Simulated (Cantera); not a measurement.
Cantera with NASA thermochemical tables; ideal gases at 1 bar, condensed phases pure. Values are per mole of reaction as written; species without (g) are pure solids or liquids, kept so even where they would boil at 1 bar.

2 Fe2Cl6(g) + C ⇌ 4 FeCl2(g) + CCl4(g), with ΔH° = 648.9 kJ and ΔS° = 427.4 J/K at 300 K.

Q: How far is the shortcut ΔG° ≈ ΔH°(300 K) − T·ΔS°(300 K) from the full temperature-dependent value at 650, 700, 750, 800, 850 K?

A: 
```
T (K)  shortcut (kJ)  full (kJ)  difference (kJ)  difference in log10 K
-----  -------------  ---------  ---------------  ---------------------
650            371.1      377.0             -5.9                   0.48
700            349.7      357.1             -7.4                   0.56
750            328.3      337.4             -9.1                   0.63
800            307.0      317.8            -10.8                   0.70
850            285.6      298.2            -12.6                   0.78
```
The shortcut ignores the heat-capacity change of the reaction.
